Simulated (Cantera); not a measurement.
Charge: 1 mol Si3N4, 0.013 mol O2, a varied amount of H2, 0.0012 mol H2O, at 1700 °C and 2.20 mbar.

Method: chemical equilibrium by Gibbs-energy minimisation in Cantera with the NASA 1993 tables (ideal gas, pure condensed phases). Candidate condensed phases: H2O, Si, SiO2, Si2N2O, Si3N4; 35 gas species. The tables' values for SiN are old estimates; treat these amounts as uncertain. Gases not in the tables: Si2H6 and higher silanes. Equilibrium is a limit: real reactors are often held back by kinetics, nucleation or transport.

x: gas mole fraction; n: condensed amount in mol.

```
n(H2) (mol)   x H2    x N2     x H    x Si     x SiO     x SiH    x Si2N  n Si(l)
-----------  -----  ------  ------  ------  --------  --------  --------  -------
2.5          0.528   0.430  0.0209  0.0144   0.00585  0.000354  0.000165     2.90
3.3          0.592   0.365  0.0222  0.0144   0.00497  0.000375  0.000152     2.89
4.3          0.650   0.308  0.0232  0.0144   0.00418  0.000393  0.000140     2.87
5.6          0.702   0.255  0.0241  0.0144   0.00347  0.000408  0.000127     2.85
7.3          0.749   0.208  0.0249  0.0144   0.00284  0.000422  0.000115     2.82
9.5          0.788   0.169  0.0256  0.0144   0.00229  0.000433  0.000104     2.79
12           0.818       …  0.0261  0.0144         …  0.000441         …     2.75
16           0.849   0.108  0.0265  0.0144   0.00147  0.000449   8.28e-5     2.69
21           0.872  0.0843  0.0269  0.0144   0.00115  0.000455   7.32e-5     2.61
27           0.890       …  0.0272  0.0144         …  0.000460         …     2.51
35           0.904  0.0524  0.0274  0.0144  0.000714  0.000463   5.77e-5     2.38
46           0.916  0.0404  0.0276  0.0144  0.000550  0.000466   5.07e-5     2.21
60           0.925  0.0313  0.0277  0.0144  0.000426  0.000469   4.46e-5     1.99
```

Task: Some entries are withheld; supply them.

Result: 
- 27, x N2: 0.0669
- 27, x SiO: 0.000910
- 27, x Si2N: 6.52e-5
- 12, x N2: 0.139
- 12, x SiO: 0.00188
- 12, x Si2N: 9.38e-5
